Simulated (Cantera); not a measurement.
## Stirred combustor or abatement burner

A perfectly stirred reactor is fed with 4.48 % CH₄, 1.43 % H₂, 19.7 % O₂, 74.3 % N₂, equivalence ratio 0.49, at 1.00 bar; it is adiabatic with a 723 K inlet, and is followed from long to short residence time, starting on the burning branch (τ in s: 0.05, 0.025, 0.012, 0.0061, 0.003, 0.0015, 0.00075, 0.00037, 0.00018, 9.2e-05, 4.5e-05, 2.3e-05, 1.1e-05).

Model: GRI-Mech 3.0 (53 species, 325 reactions), integrated in Cantera.

```csv
τ (s),T (K),x CH₄,x H₂,x O₂,x O,x NO₂
0.050,1809,1.18e-5,0.000127,0.101,0.000249,3.28e-8
0.025,1804,1.83e-5,0.000196,0.101,0.000382,2.68e-8
0.012,1797,2.90e-5,0.000311,0.101,0.000601,2.04e-8
0.0061,1787,4.44e-5,0.000473,0.101,0.000905,1.52e-8
0.0030,1771,7.02e-5,0.000724,0.101,0.00137,1.09e-8
0.0015,1749,0.000112,0.00108,0.102,0.00198,7.94e-9
0.00075,1719,0.000186,0.00156,0.103,0.00274,5.90e-9
0.00037,1675,0.000334,0.00222,0.104,0.00352,4.32e-9
0.00018,1614,0.000694,0.00318,0.108,0.00392,2.84e-9
9.2e-5,1521,0.00197,0.00516,0.116,0.00286,1.44e-9
4.5e-5,723,0.0448,0.0143,0.197,<1e-12,<1e-12
2.3e-5,723,0.0448,0.0143,0.197,<1e-12,<1e-12
1.1e-5,723,0.0448,0.0143,0.197,<1e-12,<1e-12
```
x: mole fraction; the columns are a selection and need not sum to one.
